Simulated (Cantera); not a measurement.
A Cantera script and its output.

```python
import numpy as np
import cantera as ct

gas = ct.Solution("gri30.yaml")
gas.TPX = 423, 120000, {'CH4': 1, 'CO': 0.082, 'O2': 2.04, 'N2': 8.57}
flame = ct.FreeFlame(gas, width=0.035)
flame.set_refine_criteria(ratio=3, slope=0.08, curve=0.16)
flame.transport_model = "mixture-averaged"
flame.solve(loglevel=0, auto=True)
z, T = flame.grid, flame.T
thick = (T[-1] - T[0]) / np.gradient(T, z).max()
show = ['CH4', 'CO', 'O2', 'NO', 'H2O', 'C2H']
print(f"laminar burning velocity  {flame.velocity[0] * 100:.3f} cm/s")
print(f"burnt temperature         {T[-1]:.1f} K")
print(f"thermal thickness         {thick * 1e3:.4f} mm")
print(f"grid points               {len(z)}")
z0 = z[flame.heat_release_rate.argmax()]
print(f"{'z/mm':>9s}{'T/K':>9s}{'u/(m/s)':>9s}" + "".join(f"{s:>11s}" for s in show))
rows = []
for k in (-3, -2, -1.5, -1, -0.5, -0.25, 0, 0.25, 0.5, 1, 2, 4, 8):
    zz = z0 + k * thick
    rows.append([k * thick, np.interp(zz, z, T), np.interp(zz, z, flame.velocity),
                 *(np.interp(zz, z, flame.X[gas.species_index(s)]) for s in show)])
    print(f"{rows[-1][0] * 1e3:9.3f}{rows[-1][1]:9.1f}{rows[-1][2]:9.3f}" + "".join(f"{x:11.3e}" for x in rows[-1][3:]))
```

Output:

```
laminar burning velocity  53.000 cm/s
burnt temperature         2215.9 K
thermal thickness         0.3896 mm
grid points               154
     z/mm      T/K  u/(m/s)        CH4         CO         O2         NO        H2O        C2H
   -1.169    423.1    0.530  8.546e-02  7.011e-03  1.744e-01  1.215e-10  2.266e-05  9.773e-29
   -0.779    424.6    0.533  8.524e-02  7.023e-03  1.741e-01  1.707e-09  2.537e-04  1.979e-25
   -0.584    431.2    0.542  8.467e-02  7.118e-03  1.734e-01  9.734e-09  1.175e-03  3.634e-23
   -0.390    488.5    0.617  8.099e-02  8.205e-03  1.693e-01  1.154e-07  8.265e-03  2.851e-19
   -0.195    882.2    1.129  5.792e-02  1.843e-02  1.382e-01  2.049e-06  4.977e-02  1.273e-12
   -0.097   1295.1    1.670  3.210e-02  3.211e-02  9.930e-02  5.082e-06  9.031e-02  1.109e-09
    0.000   1685.0    2.182  7.211e-03  4.504e-02  5.384e-02  1.001e-05  1.297e-01  8.812e-08
    0.097   1840.3    2.377  3.997e-04  4.069e-02  2.886e-02  1.604e-05  1.459e-01  5.276e-08
    0.195   1889.7    2.430  1.048e-05  3.189e-02  2.107e-02  1.981e-05  1.486e-01  1.585e-09
    0.390   1948.5    2.492  1.517e-08  2.404e-02  1.678e-02  2.377e-05  1.499e-01  1.318e-12
    0.779   2017.0    2.568  3.964e-13  1.992e-02  1.383e-02  2.893e-05  1.535e-01  1.705e-17
    1.558   2085.7    2.645  1.281e-16  1.672e-02  1.100e-02  3.660e-05  1.581e-01  2.819e-23
    3.117   2141.9    2.707  5.038e-17  1.337e-02  8.435e-03  4.783e-05  1.620e-01  1.180e-23
```

Detailed kinetics in Cantera: GRI-Mech 3.0 (53 species, 325 reactions). Burning velocities carry a grid error of a few per cent, more on coarse grids.
